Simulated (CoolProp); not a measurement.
Vapour-liquid equilibrium of sulfur hexafluoride (1) + CH2F2 (R32) (2) at 1.35 °C; x and y are mole fractions of (1).

The numbers come from the multi-fluid Helmholtz-energy mixture model, Guder 2009 and Tillner-Roth 1997; pair parameters Bell 2016 in CoolProp.

```csv
x,"bubble pressure, mixture model (kPa)","bubble pressure, Raoult's law (kPa)","y, mixture model","y, Raoult's law"
0.05,1121,871.4,0.241,0.075
0.2,1533,938.9,0.465,0.277
0.35,1665,1006,0.531,0.452
0.5,1715,1074,0.573,0.605
0.65,1725,1141,0.624,0.740
0.8,1663,1209,0.709,0.860
0.95,1440,1276,0.886,0.967
```

The largest gap from Raoult's law is +65.5 % in bubble pressure, at x = 0.35. y crosses x between x = 0.5 and 0.65: the model has an azeotrope there.

The pair parameters rest on a limited set of measurements; away from them the model extrapolates. With so large a gap from Raoult's law the liquid may split in two, which this calculation doesn't test in full.
